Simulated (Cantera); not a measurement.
borazine + H2O (boron, boron nitride and boron oxide)

Input: 1 mol borazine, 0.33 mol H2O, held at 1.00 bar.

Cantera equilibrium calculation (NASA polynomials, part measured and part estimated; ideal gas, pure solids and liquids). Candidate condensed phases: B, BN, B2O3, B3O3H3, H2O; 39 gas species. The feed counts by its element totals alone. Mutual solubility and eutectic melting of coexisting phases are not modelled. The tables' values for BH2 are old estimates; treat these amounts as uncertain. Gases not in the tables: H3BO3, B2H6 and higher boranes. Kinetics and transport are ignored.

From 1200 K to 1800 K the condensed part is BN(s) + B2O3(l). From 1900 K to 2300 K the condensed part is BN(s).

```csv
T (K),x H2,x HBO,x N2,x HBO2,x B2O3,x H,x B2O2,n BN(s),n B2O3(l)
1200,0.966,8.16e-7,0.0311,4.33e-5,9.20e-9,1.94e-7,1.43e-11,2.79,0.107
1300,0.966,7.60e-6,0.0311,0.000157,1.86e-7,1.09e-6,8.35e-10,2.79,0.107
1400,0.966,5.10e-5,0.0311,0.000465,2.40e-6,4.78e-6,2.68e-8,2.79,0.106
1500,0.965,0.000263,0.0310,0.00118,2.17e-5,1.73e-5,5.34e-7,2.79,0.104
1600,0.963,0.00110,0.0309,0.00263,0.000147,5.33e-5,7.23e-6,2.79,0.0996
1700,0.957,0.00384,0.0309,0.00529,0.000782,0.000144,7.13e-5,2.79,0.0879
1800,0.941,0.0115,0.0313,0.00976,0.00343,0.000347,0.000537,2.78,0.0580
1900,0.910,0.0275,0.0335,0.0140,0.00971,0.000757,0.00266,2.76,0
2000,0.898,0.0402,0.0372,0.00872,0.00733,0.00154,0.00489,2.73,0
2100,0.886,0.0514,0.0406,0.00471,0.00430,0.00293,0.00705,2.70,0
2200,0.876,0.0587,0.0429,0.00221,0.00198,0.00527,0.00817,2.69,0
2300,0.867,0.0617,0.0442,0.000953,0.000781,0.00901,0.00810,2.67,0
```
x: gas mole fraction; n: condensed amount in mol.
